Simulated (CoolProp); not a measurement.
Properties of R152A along the isobar 15300 kPa (Tc = 386.4 K, pc = 4517 kPa, ω = 0.275).

Values from CoolProp's reference Helmholtz-energy equation of state, Outcalt 1996. It is a modified Benedict-Webb-Rubin equation, recast in Helmholtz form.

| T (K) | phase | cp (kJ/(kg K)) | conductivity (mW/(m K)) | Prandtl number | fugacity coefficient |
|---|---|---|---|---|---|
| 227.1 | liquid | 1.546 | 143 | 5.02 | … |
| 245.1 | liquid | 1.576 | 134 | 4.28 | 0.008578 |
| 263.2 | liquid | 1.611 | 126 | 3.75 | 0.01766 |
| 281.2 | liquid | … | 118 | 3.35 | 0.03227 |
| 299.3 | liquid | 1.696 | 111 | 3.04 | 0.05386 |
| 317.3 | liquid | 1.745 | 104 | 2.79 | 0.08307 |
| 335.4 | liquid | 1.801 | 97.5 | 2.58 | 0.1205 |
| 353.4 | liquid | 1.865 | 91.6 | 2.42 | 0.1655 |
| 371.5 | liquid | 1.940 | 86.0 | … | 0.2176 |
| 389.5 | supercritical | 2.027 | 80.8 | 2.17 | 0.2749 |
| 407.6 | supercritical | 2.127 | 75.9 | 2.08 | 0.3361 |
| 425.6 | supercritical | 2.231 | 71.4 | 2.01 | 0.3986 |
| 443.7 | supercritical | 2.319 | 67.2 | 1.92 | 0.4606 |
| 461.7 | supercritical | 2.355 | 63.6 | 1.77 | 0.5196 |
| 479.8 | supercritical | 2.324 | 60.6 | 1.58 | 0.5746 |
| 497.8 | supercritical | 2.249 | 58.3 | 1.41 | 0.6245 |

Problem. Fill in the missing entries.

Solution. 
- 227.1, fugacity coefficient: 0.003616
- 281.2, cp (kJ/(kg K)): 1.651
- 371.5, Prandtl number: 2.28

Viscosity comes from a separate model (Bell 2016), an estimate that may be off by 10 % or more. Thermal conductivity comes from a separate model (Krauss 1996).
